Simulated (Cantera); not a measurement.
A perfectly stirred reactor is fed with CH4 : O2 : N2 = 1 : 1.25 : 4.7 (molar parts), equivalence ratio 1.6, at 5.00 bar; it is adiabatic with a 723 K inlet, and is followed from long to short residence time, starting on the burning branch (τ in s: 0.06, 0.027, 0.012, 0.0055, 0.0024, 0.0011, 0.00049, 0.00022, 0.0001, 4.5e-05, 2e-05, 9e-06).

Cantera simulation using GRI-Mech 3.0 (53 species, 325 reactions); the numbers are that mechanism's predictions, not measurements.

What does this change do: inlet temperature 723 to 475 K?


| quantity | before | after |
|---|---|---|
| blow-out, bracketed by the residence times tried | burning at 0.220 ms, out at 0.100 ms | burning at 0.490 ms, out at 0.220 ms |
| x(CH4) at τ = 60.0 ms | 0.000450 | 0.00289 |
| x(O2) at τ = 60.0 ms | 5.04e-5 | 0.000182 |
| x(OH) at τ = 60.0 ms | 0.000138 | 3.64e-5 |
| x(C2H) at τ = 60.0 ms | 1.08e-8 | 5.28e-8 |
| x(CO) at τ = 60.0 ms | 0.0969 | 0.0888 |
| x(CH4) at τ = 0.490 ms | 0.00616 | 0.0157 |
| x(O2) at τ = 0.490 ms | 0.00389 | 0.0136 |
| x(OH) at τ = 0.490 ms | 0.000277 | 8.37e-5 |
| x(C2H) at τ = 0.490 ms | 1.37e-6 | 3.46e-7 |
| x(CO) at τ = 0.490 ms | 0.0832 | 0.0727 |
